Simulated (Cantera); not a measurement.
Input: 1 mol SiCl4, 1.4 mol HCl, 12 mol H2, held at 1298 K and 0.133 bar.

These are equilibrium values from Cantera (NASA tables, ideal gas, pure condensed phases), not measurements of a reactor. Candidate condensed phases: Si; 19 gas species. The tables' values for SiCl3 are old estimates; treat these amounts as uncertain. Equilibrium is a limit: real reactors are often held back by kinetics, nucleation or transport.

What is the equilibrium state?


- x(H2) = 0.790
- x(HCl) = 0.142
- x(SiCl4) = 0.0359
- x(SiCl2) = 0.0139
- x(SiCl3) = 0.00912
- x(SiHCl3) = 0.00901
- x(SiH2Cl2) = 0.000319
- x(SiH3Cl) = 3.17e-6
- x(H) = 2.61e-6
- gas amount = 14.67 mol
- log10 activity of Si(s) (absent) = -0.69
